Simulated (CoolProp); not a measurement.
Vapour-liquid equilibrium of CH2F2 (R32) (1) + R1234ze(E) (2) at 229.6 K; x and y are mole fractions of (1).

Computed with CoolProp (multi-fluid Helmholtz-energy mixture model, Tillner-Roth 1997 and Thol 2016; pair parameters Bell 2023).

```json
[
 {"x": "0.05", "bubble pressure (MPa)": "0.03875", "y at the bubble point": "0.253", "dew pressure at overall composition x (MPa)": "0.03166", "liquid density (mol/L)": "12.21"},
 {"x": "0.2", "bubble pressure (MPa)": "0.06187", "y at the bubble point": "0.597", "dew pressure at overall composition x (MPa)": "0.03661", "liquid density (mol/L)": "13.17"},
 {"x": "0.35", "bubble pressure (MPa)": "0.08161", "y at the bubble point": "0.742", "dew pressure at overall composition x (MPa)": "0.04336", "liquid density (mol/L)": "14.31"},
 {"x": "0.5", "bubble pressure (MPa)": "0.09862", "y at the bubble point": "0.826", "dew pressure at overall composition x (MPa)": "0.05305", "liquid density (mol/L)": "15.66"},
 {"x": "0.65", "bubble pressure (MPa)": "0.1141", "y at the bubble point": "0.886", "dew pressure at overall composition x (MPa)": "0.06797", "liquid density (mol/L)": "17.29"},
 {"x": "0.8", "bubble pressure (MPa)": "0.1293", "y at the bubble point": "0.937", "dew pressure at overall composition x (MPa)": "0.09281", "liquid density (mol/L)": "19.32"},
 {"x": "0.95", "bubble pressure (MPa)": "0.1451", "y at the bubble point": "0.985", "dew pressure at overall composition x (MPa)": "0.1335", "liquid density (mol/L)": "21.87"}
]
```

No azeotrope shows between x = 0.05 and 0.95.

Pair parameters are fitted to limited data, so mixtures are less certain than the pure fluids.
